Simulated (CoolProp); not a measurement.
Vapour-liquid equilibrium of propylene (1) + R134a (2) at 271.1 K; x and y are mole fractions of (1).

Computed with CoolProp (multi-fluid Helmholtz-energy mixture model, Lemmon 2013 and Tillner-Roth 1994; pair parameters Bell 2016).

| x | bubble pressure (MPa) | y at the bubble point | dew pressure at overall composition x (MPa) | liquid density (mol/L) |
|---|---|---|---|---|
| 0.05 | 0.3223 | 0.185 | 0.2839 | 12.72 |
| 0.15 | 0.4032 | 0.394 | 0.3116 | 12.66 |
| 0.25 | 0.4610 | 0.508 | 0.3444 | 12.62 |
| 0.35 | 0.5015 | 0.582 | 0.3837 | 12.58 |
| 0.45 | 0.5298 | 0.636 | 0.4304 | 12.57 |
| 0.55 | 0.5498 | 0.682 | 0.4838 | 12.58 |
| 0.65 | 0.5638 | 0.726 | 0.5364 | 12.62 |
| 0.75 | 0.5723 | 0.776 | 0.5689 | 12.70 |
| 0.85 | 0.5735 | 0.840 | 0.5729 | 12.81 |
| 0.95 | 0.5623 | 0.933 | 0.5593 | 12.96 |

y crosses x between x = 0.75 and 0.85: the model has an azeotrope there.

Pair parameters are fitted to limited data, so mixtures are less certain than the pure fluids.
